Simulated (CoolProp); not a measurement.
Vapour pressure (MPa) of water: the reference equation beside estimates from Tc = 373.9 °C, pc = 22.06 MPa, ω = 0.344.

Model: reference Helmholtz-energy equation of state, Wagner 2002, in CoolProp.

```csv
T (°C),reference,van der Waals,Soave-Redlich-Kwong
111.45,0.1505,1.814,0.1402
138.35,0.3450,2.660,0.3328
165.25,0.7053,3.736,0.6976
192.15,1.315,5.065,1.324
219.05,2.278,6.669,2.319
245.95,3.711,8.566,3.804
272.85,5.753,10.77,5.915
299.75,8.558,13.30,8.797
326.65,12.31,16.17,12.61
353.55,17.26,19.39,17.51
```

Absolute difference from the reference over all 10 rows, mean and median: van der Waals 300.1 and 161.8 %, Soave-Redlich-Kwong 2.6 and 2.5 %.
